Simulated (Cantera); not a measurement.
Premixed flame

A freely propagating, adiabatic, planar premixed flame of 33.5 % H₂, 14.0 % O₂, 52.6 % N₂, equivalence ratio 1.2, unburnt at 450 K and 1.50 bar; unity-Lewis-number transport, grid criteria slope 0.08 and curve 0.16, no radiation.

Computed with Cantera and the H2/O2 subset of GRI-Mech 3.0, which has no nitrogen chemistry. Unity Lewis numbers drop preferential diffusion, which matters most where H2 and H carry the flame. Burning velocities carry a grid error of a few per cent, more on coarse grids.

```
z (mm)   T (K)  u (m/s)    x H₂     x O₂      x H      x OH     x HO₂   x H₂O₂
-------  -----  -------  ------  -------  -------  --------  --------  -------
-0.604     450     3.40   0.335    0.140    <1e-8     <1e-8     <1e-8    <1e-8
-0.403     450     3.40   0.335    0.140    <1e-8     <1e-8   7.63e-8    <1e-8
-0.302     450     3.40   0.335    0.140    <1e-8     <1e-8   5.00e-7  4.06e-8
-0.201     452     3.41   0.335    0.140    <1e-8     <1e-8   5.49e-6  4.44e-7
-0.101     510     3.84   0.329    0.136  1.07e-5   1.38e-5  0.000198  1.19e-5
-0.0503    808     5.96   0.292    0.118  0.00320  0.000595  0.000305  1.97e-5
0         1287     9.22   0.185   0.0694   0.0359   0.00322  0.000103  5.81e-6
0.0503    1593     11.2  0.0970   0.0284   0.0650   0.00913   3.52e-5  2.95e-6
0.101     1749     12.1  0.0770   0.0163   0.0623    0.0126   1.80e-5  1.81e-6
0.201     1913     13.1  0.0743   0.0113   0.0482    0.0145   1.08e-5  9.44e-7
0.403     2072     14.0  0.0734  0.00805   0.0340    0.0146   6.67e-6  5.09e-7
0.805     2214     14.8  0.0713  0.00510   0.0226    0.0131   3.81e-6  3.05e-7
1.61      2322     15.3  0.0688  0.00288   0.0146    0.0106   2.04e-6  1.98e-7
```
x: mole fraction of selected species; z is measured from the peak of heat release.

| Quantity | Result |
|---|---|
| laminar burning velocity | 340 cm/s |
| thermal thickness | 0.201 mm |
| peak x(H) | 0.0659 |
| peak x(OH) | 0.0147 |
| peak x(HO₂) | 0.000384 |
| peak x(H₂O₂) | 2.10e-5 |
